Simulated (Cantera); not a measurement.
Standard-state values (1 bar) from the NASA 1993 polynomials, evaluated with Cantera. Values are per mole of reaction as written; species without (g) are pure solids or liquids, kept so even where they would boil at 1 bar.

3 C₃H₈(g) → 4 C₂H₆(g) + C

| T (K) | ΔH° (kJ) | ΔS° (J/K) | ΔG° (kJ) | log10 K |
|---|---|---|---|---|
| 300 | ? | ? | ? | ? |
| 2400 | ? | ? | ? | ? |
| 2475 | -43.4 | 90.2 | -266.6 | 5.63 |
| 2550 | ? | ? | ? | ? |
| 2625 | ? | ? | ? | ? |
| 2700 | -45.2 | 89.5 | -286.8 | 5.55 |

Problem. Complete the blanks.

Solution. 
- 300, ΔH° (kJ): -21.4
- 300, ΔS° (J/K): 111.6
- 300, ΔG° (kJ): -54.9
- 300, log10 K: 9.55
- 2400, ΔH° (kJ): -42.8
- 2400, ΔS° (J/K): 90.4
- 2400, ΔG° (kJ): -259.8
- 2400, log10 K: 5.65
- 2550, ΔH° (kJ): -44.0
- 2550, ΔS° (J/K): 89.9
- 2550, ΔG° (kJ): -273.3
- 2550, log10 K: 5.60
- 2625, ΔH° (kJ): -44.6
- 2625, ΔS° (J/K): 89.7
- 2625, ΔG° (kJ): -280.1
- 2625, log10 K: 5.57
